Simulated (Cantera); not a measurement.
Input: 1 mol Si3H8, 210 mol H2, held at 1075 °C and 720 Pa.

Method: chemical equilibrium by Gibbs-energy minimisation in Cantera with the NASA 1993 tables (ideal gas, pure condensed phases). Candidate condensed phases: Si; 9 gas species. The feed counts by its element totals alone. Equilibrium is a limit: real reactors are often held back by kinetics, nucleation or transport.

What is the equilibrium state?

x(H2): 1.000
x(H): 2.73e-5
n(Si(s)): 3.00 mol
gas amount: 214.0 mol
